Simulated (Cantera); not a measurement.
# Boron, boron nitride and boron oxide: borazine + NH3 + H2O

Input: 1 mol borazine, 13 mol NH3, 0.08 mol H2O, equilibrated at 750 Torr.

These are equilibrium values from Cantera (NASA tables, ideal gas, pure condensed phases), not measurements of a reactor. Candidate condensed phases: B, BN, B2O3, B3O3H3, H2O; 39 gas species. The feed counts by its element totals alone. Gases not in the tables: H3BO3. The numbers say what is thermodynamically allowed, not how fast it happens.

| T (°C) | x H2 | x N2 | x H2O | x HBO | x H | x HBO2 | n BN(s) |
|---|---|---|---|---|---|---|---|
| 1075 | 0.774 | 0.224 | 0.00247 | 8.00e-6 | 2.04e-6 | 0.000134 | 3.00 |
| 1175 | 0.774 | 0.224 | 0.00212 | 4.20e-5 | 8.11e-6 | 0.000294 | 2.99 |
| 1275 | 0.774 | 0.224 | 0.00165 | 0.000158 | 2.71e-5 | 0.000463 | 2.98 |
| 1375 | 0.774 | 0.224 | 0.00117 | 0.000449 | 7.83e-5 | 0.000541 | 2.97 |
| 1475 | 0.774 | 0.224 | 0.000754 | 0.000981 | 0.000201 | 0.000469 | 2.96 |
| 1575 | 0.773 | 0.224 | 0.000427 | 0.00165 | 0.000466 | 0.000290 | 2.94 |
| 1675 | 0.772 | 0.224 | 0.000212 | 0.00217 | 0.000993 | 0.000129 | 2.93 |
x: gas mole fraction; n: condensed amount in mol.

From 1075 °C to 1675 °C the condensed part is BN(s). The share of B in condensed phases is highest at 1075 °C (99.9 %) and lowest at 1675 °C (97.7 %).
